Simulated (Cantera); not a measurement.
# Ignition delay

Mixture: 12.8 % CH₄, 2.30 % H₂, 17.8 % O₂, 67.1 % N₂, at 1.00 bar, adiabatic and at constant volume. Ignition delay is the time to a rise of 400 K.

Detailed kinetics in Cantera: GRI-Mech 3.0 (53 species, 325 reactions).

```
T0 (K)  delay (ms)
------  ----------
1025          67.4
1075          40.4
1125          24.0
1175          14.2
1225          8.36
1275          4.97
1325          2.99
1375          1.83
```

apparent activation energy between 1275 and 1375 K: 150 kJ/mol
